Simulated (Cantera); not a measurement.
Cantera run, input and output.

```python
import numpy as np
import cantera as ct

gas = ct.Solution("gri30.yaml")
gas.TPX = 725, 780000, {'CO': 1, 'H2': 0.091, 'CH4': 0.37, 'O2': 2.57, 'N2': 9.67}
inlet = ct.Reservoir(gas, clone=True)
gas.equilibrate("HP")  # start burning
reactor = ct.IdealGasConstPressureReactor(gas, energy="on", clone=False)
exhaust = ct.Reservoir(gas, clone=True)
tau = [0.04, 0.019, 0.009, 0.0042, 0.002, 0.00095, 0.00045, 0.00021, 0.0001, 4.8e-05, 2.3e-05, 1.1e-05, 5.1e-06][0]
for a, b in ((inlet, reactor), (reactor, exhaust)):
    ct.MassFlowController(a, b, mdot=lambda t: reactor.mass / tau)
net = ct.ReactorNet([reactor])
show = ['CO', 'H2', 'CH4', 'N2O', 'OH', 'NO2', 'CH2']

rows = []
print(f"{'tau/s':>10s}{'T/K':>9s}" + "".join(f"{s:>11s}" for s in show))
for tau in [0.04, 0.019, 0.009, 0.0042, 0.002, 0.00095, 0.00045, 0.00021, 0.0001, 4.8e-05, 2.3e-05, 1.1e-05, 5.1e-06]:
    net.initial_time = 0.0
    net.advance(30 * tau)
    before = gas.X
    net.advance(40 * tau)
    drift = np.max(np.abs(gas.X - before) / (gas.X + 1e-9))
    rows.append([gas.T, *gas[show].X, drift])
    print(f"{tau:10.3e}{gas.T:9.1f}" + "".join(f"{x:11.3e}" for x in gas[show].X))
```

Output:

```
     tau/s      T/K         CO         H2        CH4        N2O         OH        NO2        CH2
 4.000e-02   1947.4  2.993e-04  2.293e-05  2.390e-06  9.054e-07  7.342e-04  4.275e-07  5.149e-09
 1.900e-02   1945.6  4.737e-04  3.110e-05  4.364e-06  1.130e-06  8.257e-04  3.159e-07  1.053e-08
 9.000e-03   1942.5  7.758e-04  4.564e-05  7.600e-06  1.501e-06  9.664e-04  2.708e-07  2.113e-08
 4.200e-03   1937.2  1.296e-03  7.094e-05  1.290e-05  2.051e-06  1.167e-03  2.561e-07  4.187e-08
 2.000e-03   1929.0  2.140e-03  1.115e-04  2.120e-05  2.693e-06  1.417e-03  2.471e-07  7.905e-08
 9.500e-04   1915.8  3.537e-03  1.767e-04  3.477e-05  3.268e-06  1.715e-03  2.243e-07  1.448e-07
 4.500e-04   1894.6  5.863e-03  2.790e-04  5.792e-05  3.559e-06  2.039e-03  1.816e-07  2.565e-07
 2.100e-04   1859.2  9.889e-03  4.386e-04  1.015e-04  3.458e-06  2.334e-03  1.283e-07  4.420e-07
 1.000e-04   1800.4  1.691e-02  6.744e-04  1.942e-04  3.021e-06  2.436e-03  8.021e-08  7.232e-07
 4.800e-05   1652.9  3.539e-02  1.205e-03  6.294e-04  1.950e-06  1.660e-03  3.018e-08  1.131e-06
 2.300e-05    725.0  7.299e-02  6.642e-03  2.701e-02  3.862e-19  3.881e-15  1.782e-20  2.845e-26
 1.100e-05    725.0  7.299e-02  6.642e-03  2.701e-02  1.484e-19  3.251e-15  1.635e-24  9.825e-27
 5.100e-06    725.0  7.299e-02  6.642e-03  2.701e-02  5.171e-20  2.368e-15 -1.816e-29  2.506e-27
```

Detailed kinetics in Cantera: GRI-Mech 3.0 (53 species, 325 reactions).
